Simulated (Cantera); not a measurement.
Cantera run, input and output.

```python
import numpy as np
import cantera as ct

gas = ct.Solution("gri30.yaml")
gas.TPX = 1250, 120000, {'CH4': 1, 'C2H6': 0.12, 'O2': 1.27, 'N2': 4.79, 'H2': 0.018}
reactor = ct.IdealGasReactor(gas, energy="on", clone=False)
net = ct.ReactorNet([reactor])
net.rtol, net.atol = 1e-08, 1e-16
show = ['CH4', 'C2H6', 'O2', 'C2H', 'H2O', 'CO', 'OH']
times = np.geomspace(8e-06, 2, 15)

steps = ct.SolutionArray(gas, extra=["t"])
rows = []
print(f"{'t/s':>10s}{'T/K':>9s}{'P/Pa':>11s}" + "".join(f"{s:>11s}" for s in show))
for t in times:
    while net.time < t:
        t_next = net.step()
        steps.append(gas.state, t=t_next)
    rows.append([np.interp(t, steps.t, y) for y in (steps.T, steps.P, *steps(*show).X.T)])
    print(f"{t:10.3e}{rows[-1][0]:9.1f}{rows[-1][1]:11.4g}" + "".join(f"{x:11.3e}" for x in rows[-1][2:]))
rate = np.gradient(steps.T, steps.t)
print("integrator steps:", len(steps.t))
if steps.T.max() > steps.T[0] + 200:
    print(f"time of steepest temperature rise: {steps.t[rate.argmax()]:.4e} s")
gas.TPX = 1250, 120000, {'CH4': 1, 'C2H6': 0.12, 'O2': 1.27, 'N2': 4.79, 'H2': 0.018}
gas.equilibrate("UV")
print(f"equilibrium (UV): T = {gas.T:.1f} K  " + "  ".join(f"{s} {gas[s].X[0]:.3e}" for s in show))
```

It prints:

```
       t/s      T/K       P/Pa        CH4       C2H6         O2        C2H        H2O         CO         OH
 8.000e-06   1250.0    1.2e+05  1.389e-01  1.667e-02  1.764e-01  1.189e-25  1.175e-08  1.211e-12  5.125e-10
 1.944e-05   1250.0    1.2e+05  1.389e-01  1.667e-02  1.764e-01  6.702e-24  7.389e-08  1.867e-11  1.318e-09
 4.723e-05   1250.0    1.2e+05  1.389e-01  1.667e-02  1.764e-01  3.804e-22  4.717e-07  3.025e-10  3.579e-09
 1.148e-04   1249.9    1.2e+05  1.389e-01  1.666e-02  1.764e-01  3.026e-20  3.543e-06  6.030e-09  1.270e-08
 2.788e-04   1250.0    1.2e+05  1.389e-01  1.661e-02  1.764e-01  4.785e-18  3.787e-05  2.132e-07  6.472e-08
 6.775e-04   1251.7  1.202e+05  1.385e-01  1.633e-02  1.760e-01  1.162e-15  4.545e-04  1.372e-05  2.850e-07
 1.646e-03   1270.7  1.223e+05  1.350e-01  1.455e-02  1.725e-01  2.553e-13  4.096e-03  6.282e-04  1.135e-06
 4.000e-03   2659.4  3.003e+05  4.338e-11  5.457e-22  4.438e-05  9.135e-16  1.324e-01  1.284e-01  2.439e-03
 9.719e-03   2659.4  3.003e+05  4.332e-11  5.445e-22  4.441e-05  9.129e-16  1.324e-01  1.284e-01  2.440e-03
 2.362e-02   2659.4  3.003e+05  4.332e-11  5.445e-22  4.441e-05  9.129e-16  1.324e-01  1.284e-01  2.440e-03
 5.738e-02   2659.4  3.003e+05  4.332e-11  5.445e-22  4.441e-05  9.129e-16  1.324e-01  1.284e-01  2.440e-03
 1.394e-01   2659.4  3.003e+05  4.332e-11  5.445e-22  4.441e-05  9.129e-16  1.324e-01  1.284e-01  2.440e-03
 3.388e-01   2659.4  3.003e+05  4.332e-11  5.445e-22  4.441e-05  9.129e-16  1.324e-01  1.284e-01  2.440e-03
 8.231e-01   2659.4  3.003e+05  4.332e-11  5.445e-22  4.441e-05  9.129e-16  1.324e-01  1.284e-01  2.440e-03
 2.000e+00   2659.4  3.003e+05  4.332e-11  5.445e-22  4.441e-05  9.129e-16  1.324e-01  1.284e-01  2.440e-03
integrator steps: 1951
time of steepest temperature rise: 2.5439e-03 s
equilibrium (UV): T = 2659.4 K  CH4 4.876e-11  C2H6 6.711e-22  O2 4.441e-05  C2H 1.001e-15  H2O 1.324e-01  CO 1.284e-01  OH 2.440e-03
```

Cantera simulation using GRI-Mech 3.0 (53 species, 325 reactions); the numbers are that mechanism's predictions, not measurements.
